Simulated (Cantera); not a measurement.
**Low-pressure radical oxidation in H2/O2**

An isothermal, constant-pressure homogeneous reactor starts with 3.27 % H2, 46.1 % O2, 50.7 % N2, at 1223 K and 1.05 Torr.

Computed with Cantera and GRI-Mech 3.0 (53 species, 325 reactions). Radical loss at walls, strong at low pressure, is not modelled.

```json
[
 {"t (s)": "0.000200", "x H2": "0.0327", "x O2": "0.461", "x OH": "5.03e-11", "x O": "5.21e-11", "x NO2": "<1e-12"},
 {"t (s)": "0.000538", "x H2": "0.0327", "x O2": "0.461", "x OH": "3.01e-10", "x O": "3.29e-10", "x NO2": "<1e-12"},
 {"t (s)": "0.00145", "x H2": "0.0327", "x O2": "0.461", "x OH": "1.56e-9", "x O": "1.91e-9", "x NO2": "<1e-12"},
 {"t (s)": "0.00390", "x H2": "0.0327", "x O2": "0.461", "x OH": "9.36e-9", "x O": "1.33e-8", "x NO2": "<1e-12"},
 {"t (s)": "0.0105", "x H2": "0.0327", "x O2": "0.461", "x OH": "2.37e-7", "x O": "3.53e-7", "x NO2": "<1e-12"},
 {"t (s)": "0.0283", "x H2": "0.0302", "x O2": "0.459", "x OH": "0.000717", "x O": "0.00112", "x NO2": "<1e-12"},
 {"t (s)": "0.0761", "x H2": "0.000704", "x O2": "0.435", "x OH": "0.00232", "x O": "0.0211", "x NO2": "<1e-12"},
 {"t (s)": "0.205", "x H2": "0.000674", "x O2": "0.435", "x OH": "0.00228", "x O": "0.0208", "x NO2": "<1e-12"},
 {"t (s)": "0.552", "x H2": "0.000647", "x O2": "0.436", "x OH": "0.00224", "x O": "0.0198", "x NO2": "<1e-12"},
 {"t (s)": "1.49", "x H2": "0.000579", "x O2": "0.438", "x OH": "0.00212", "x O": "0.0174", "x NO2": "<1e-12"},
 {"t (s)": "4.00", "x H2": "0.000432", "x O2": "0.442", "x OH": "0.00184", "x O": "0.0125", "x NO2": "1.43e-12"}
]
```
x: mole fraction; the columns are a selection and need not sum to one.

Equilibrium at this temperature and pressure: H2 2.70e-8, O2 0.452, OH 1.47e-5, O 7.30e-7, NO2 2.30e-7 (gas phase only).
